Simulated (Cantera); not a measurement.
**Ignition delay**

Mixture: 5.32 % CH4, 1.60 % C2H6, 1.38 % C3H8, 19.3 % O2, 72.4 % N2, at 5.03 atm, adiabatic and at constant volume. Ignition delay is the time to a rise of 400 K.

Detailed kinetics in Cantera: GRI-Mech 3.0 (53 species, 325 reactions). GRI-Mech 3.0 was tuned for natural gas; its chemistry of propane as a main component is partial and can be far from experiment.

```json
[
 {"T0 (K)": "1100", "delay (ms)": "3.51"},
 {"T0 (K)": "1175", "delay (ms)": "1.14"},
 {"T0 (K)": "1250", "delay (ms)": "0.416"},
 {"T0 (K)": "1325", "delay (ms)": "0.169"},
 {"T0 (K)": "1400", "delay (ms)": "0.0755"},
 {"T0 (K)": "1475", "delay (ms)": "0.0369"}
]
```

| Property | Value |
|---|---|
| apparent activation energy between 1325 and 1475 K | 160 kJ/mol |
